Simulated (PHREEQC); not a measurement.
Solution (25 °C): 160 mmol/kgw HF, 100 mmol/kgw NaF and 0.15 mmol/kgw HCl. Closed to the air; pH follows from the charge balance.

Computed with PHREEQC (ion-association model, phreeqc.dat).

```
quantity                  before    after
------------------------  ------  -------
pH                          2.78     6.60
ionic strength (mol/kgw)  0.0998    0.192
HF (mol/kgw)               0.126  3.91e-5
F- (mol/kgw)              0.0673    0.151
HF2- (mol/kgw)            0.0324  2.25e-5
```

**Question.** What was changed between the two runs?
(A) NaF from 0.1 to 0.02 mol/kgw
(B) NaF from 0.1 to 0.09 mol/kgw
(C) HCl from 0.00015 to 0.0003 mol/kgw
(D) HCl from 0.00015 to 0.000165 mol/kgw
(E) NaF replaced by Na2S at the same molality

**Answer.** E, NaF replaced by Na2S at the same molality

Precipitation was switched off in this run.
